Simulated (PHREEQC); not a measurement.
A solution holds 0.0035 mol/kgw CuCl2, 0.2 mol/kgw HCl and 0.002 mol/kgw H3BO3, at 25 °C. Closed to the air; pH follows from the charge balance.

All values are PHREEQC results (ion-association model, phreeqc.dat), not measurements.

```
Property                      Value
--------------------  -------------
pH                             0.80
ionic strength        0.209 mol/kgw
activity of water             0.993
specific conductance    67500 µS/cm
density                 1.001 g/cm³
total alkalinity        -200 meq/kg
```

```json
[
 {"species": "Cl-", "molality": "0.206", "activity": "0.147", "log γ": "-0.147"},
 {"species": "H+", "molality": "0.200", "activity": "0.159", "log γ": "-0.099"},
 {"species": "Cu+2", "molality": "0.00295", "activity": "0.000951", "log γ": "-0.491"},
 {"species": "H3BO3", "molality": "0.00200", "activity": "0.00210", "log γ": "0.021"},
 {"species": "CuCl+", "molality": "0.000526", "activity": "0.000376", "log γ": "-0.146"},
 {"species": "CuCl2", "molality": "2.83e-5", "activity": "2.97e-5", "log γ": "0.021"},
 {"species": "CuCl3-", "molality": "2.17e-8", "activity": "1.55e-8", "log γ": "-0.146"}
]
```

No solid was allowed to form.
